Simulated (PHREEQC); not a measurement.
Brine: an equilibrium model

A solution holds 0.69 mol/kgw LiBr, 0.47 mol/kgw KCl and 0.12 mol/kgw KBr, at 25 °C. Closed to the air; pH follows from the charge balance.

All values are PHREEQC results (Pitzer model, pitzer.dat), not measurements.

| Property | Result |
|---|---|
| ionic strength | 1.28 mol/kgw |
| activity of water | 0.955 |
| density | 1.068 g/cm³ |
| osmotic coefficient | 0.994 |

| species | molality | activity | log γ |
|---|---|---|---|
| Br- | 0.810 | 0.493 | -0.216 |
| Li+ | 0.690 | 0.682 | -0.005 |
| K+ | 0.590 | 0.419 | -0.149 |
| Cl- | 0.470 | 0.278 | -0.228 |
| H+ | 1.41e-7 | 1.53e-7 | 0.036 |
| OH- | 1.41e-7 | 6.31e-8 | -0.349 |

This is a speciation only: nothing precipitates in the calculation.
